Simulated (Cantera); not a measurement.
Input: 1 mol Nb, 2.1 mol H2O, 210 mol H2, equilibrated at 6.90 mbar.

These are equilibrium values from Cantera (NASA tables, ideal gas, pure condensed phases), not measurements of a reactor. Candidate condensed phases: H2O, Nb, NbO, NbO2, Nb2O5; 12 gas species. Mutual solubility and eutectic melting of coexisting phases are not modelled. NbO: taken at fixed stoichiometry. Condensed phases not in the tables: the oxides between NbO2 and Nb2O5, N, O or C dissolved in the metal. Kinetics and transport are ignored.

x: gas mole fraction; n: condensed amount in mol.

```tsv
T (K)	x H2	x H	x H2O	x NbO2	x NbO	x OH	n NbO2(s)	n NbO(s)	n Nb(s)
823	1.000	8.83e-11	0.000471	<1e-12	<1e-12	<1e-12	1.00	0	0
1023	1.000	4.98e-8	0.000471	<1e-12	<1e-12	<1e-12	1.00	0	0
1223	1.000	3.62e-6	0.000471	<1e-12	<1e-12	1.54e-11	1.00	0	0
1423	0.999	___	___	___	___	___	___	___	0
1623	0.996	___	___	___	___	___	___	___	0
1823	0.990	0.00519	0.00515	1.92e-5	7.16e-7	1.88e-6	0	0.996	0
2023	0.972	0.0225	0.00478	0.000335	3.40e-5	1.15e-5	0	0.921	0
2223	0.919	0.0739	0.00344	0.00263	0.000762	3.99e-5	0	0	0.250
2423	0.802	0.191	0.00216	0.00240	0.00184	9.72e-5	0	0	0
```

### Question
Some entries are withheld; supply them.

### Answer

- 1423, x H: 7.99e-5
- 1423, x H2O: 0.000924
- 1423, x NbO2: 7.76e-10
- 1423, x NbO: 1.08e-11
- 1423, x OH: 1.60e-9
- 1423, n NbO2(s): 0.904
- 1423, n NbO(s): 0.0961
- 1623, x H: 0.000831
- 1623, x H2O: 0.00282
- 1623, x NbO2: 2.68e-7
- 1623, x NbO: 5.61e-9
- 1623, x OH: 9.83e-8
- 1623, n NbO2(s): 0.503
- 1623, n NbO(s): 0.497
